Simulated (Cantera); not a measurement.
Feed: 1 mol MgO, 3.7 mol F₂, 46 mol H₂, held at 1475 K.

Equilibrium computed with Cantera from the NASA thermochemical tables; the gas is ideal and each condensed phase is pure. Candidate condensed phases: H₂O, Mg, MgF₂, MgO, Mg(OH)₂; 31 gas species. Mutual solubility and eutectic melting of coexisting phases are not modelled. The numbers say what is thermodynamically allowed, not how fast it happens.

x: gas mole fraction; n: condensed amount in mol.

| P (Pa) | x H₂ | x HF | x H₂O | x Mg | x H | n MgO(s) | n MgF₂(s) |
|---|---|---|---|---|---|---|---|
| 1 | 0.837 | 0.144 | 0.00767 | (withheld) | 0.00375 | 0.616 | 0 |
| 4.20 | 0.845 | 0.143 | 0.00494 | (withheld) | 0.00184 | 0.754 | 0 |
| 18 | 0.849 | 0.142 | 0.00395 | (withheld) | 0.000891 | 0.803 | 0 |
| 75 | 0.850 | 0.142 | 0.00366 | (withheld) | 0.000437 | 0.818 | 0 |
| 320 | 0.851 | 0.142 | 0.00358 | (withheld) | 0.000211 | 0.822 | 0 |
| 1300 | 0.853 | 0.140 | 0.00474 | (withheld) | 0.000105 | 0.765 | 0.107 |
| 5600 | 0.864 | 0.121 | 0.0152 | (withheld) | 5.09e-5 | 0.254 | 0.716 |
| 24000 | 0.868 | 0.111 | 0.0205 | (withheld) | 2.47e-5 | 0 | 0.993 |
| 100000 | 0.869 | 0.111 | 0.0205 | (withheld) | 1.21e-5 | 0 | 0.998 |

**Question.** Fill in the missing entries.

**Answer.** 
- 1, x Mg: 0.00567
- 4.20, x Mg: 0.00212
- 18, x Mg: 0.000620
- 75, x Mg: 0.000161
- 320, x Mg: 3.86e-5
- 1300, x Mg: 7.19e-6
- 5600, x Mg: 5.26e-7
- 24000, x Mg: 3.41e-8
- 100000, x Mg: 1.97e-9
